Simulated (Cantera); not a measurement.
What does this Cantera script print?

```python
import numpy as np
import cantera as ct

gas = ct.Solution("gri30.yaml")
gas.TPX = 1248, 100000, {'CH4': 0.016, 'O2': 0.044, 'N2': 1}
inlet = ct.Reservoir(gas, clone=True)

reactor = ct.IdealGasConstPressureReactor(gas, energy="off", clone=False)
exhaust = ct.Reservoir(gas, clone=True)
tau = [3.1, 1.6, 0.79, 0.4, 0.2, 0.1, 0.052, 0.026, 0.013, 0.0067][0]
for a, b in ((inlet, reactor), (reactor, exhaust)):
    ct.MassFlowController(a, b, mdot=lambda t: reactor.mass / tau)
net = ct.ReactorNet([reactor])
show = ['CH4', 'O2', 'NO', 'H', 'HCN']

rows = []
print(f"{'tau/s':>10s}{'T/K':>9s}" + "".join(f"{s:>11s}" for s in show))
for tau in [3.1, 1.6, 0.79, 0.4, 0.2, 0.1, 0.052, 0.026, 0.013, 0.0067]:
    net.initial_time = 0.0
    net.advance(30 * tau)
    before = gas.X
    net.advance(40 * tau)
    drift = np.max(np.abs(gas.X - before) / (gas.X + 1e-9))
    rows.append([gas.T, *gas[show].X, drift])
    print(f"{tau:10.3e}{gas.T:9.1f}" + "".join(f"{x:11.3e}" for x in gas[show].X))
```

Result:

```
     tau/s      T/K        CH4         O2         NO          H        HCN
 3.100e+00   1248.0  6.678e-06  1.136e-02  4.860e-07  6.939e-07  1.049e-09
 1.600e+00   1248.0  1.035e-05  1.138e-02  4.256e-07  1.321e-06  1.259e-09
 7.900e-01   1248.0  1.651e-05  1.142e-02  3.655e-07  2.610e-06  1.590e-09
 4.000e-01   1248.0  2.581e-05  1.149e-02  3.271e-07  4.984e-06  2.213e-09
 2.000e-01   1248.0  4.055e-05  1.160e-02  3.173e-07  9.500e-06  3.529e-09
 1.000e-01   1248.0  6.361e-05  1.178e-02  3.405e-07  1.774e-05  6.216e-09
 5.200e-02   1248.0  9.762e-05  1.205e-02  3.895e-07  3.110e-05  1.107e-08
 2.600e-02   1248.0  1.561e-04  1.250e-02  4.537e-07  5.393e-05  2.042e-08
 1.300e-02   1248.0  2.615e-04  1.328e-02  4.890e-07  8.652e-05  3.657e-08
 6.700e-03   1248.0  1.508e-02  4.150e-02  9.339e-16  1.128e-09  9.459e-18
```

Computed with Cantera and GRI-Mech 3.0 (53 species, 325 reactions). The temperature is held fixed by assumption; the heat of reaction is taken as removed at once.
